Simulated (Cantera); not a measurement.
Charge: 1 mol Fe2O3, 0.64 mol SO3, 0.069 mol O2, at 1100 K and 5.00 bar.

Cantera equilibrium calculation (NASA polynomials, part measured and part estimated; ideal gas, pure solids and liquids). Candidate condensed phases: Fe, FeO, FeS, FeSO4, FeS2, Fe2O3, Fe2(SO4)3, Fe3O4, S; 12 gas species. Equilibrium is a limit: real reactors are often held back by kinetics, nucleation or transport.

Base state: SO2 0.412, SO3 0.305, O2 0.283 (mole fractions); condensed: Fe2O3(s).

### Question
What changes in the equilibrium state with this change: temperature from 1100 K to 950 K?

### Answer
| species | before | after |
|---|---|---|
| O2 | 0.283 | 0.977 |
| SO3 | 0.305 | 0.0201 |
| SO2 | 0.412 | 0.00271 |
| Fe2O3(s), mol | 1.00 | 0.787 |
| Fe2(SO4)3(s), mol | 0 | 0.213 |
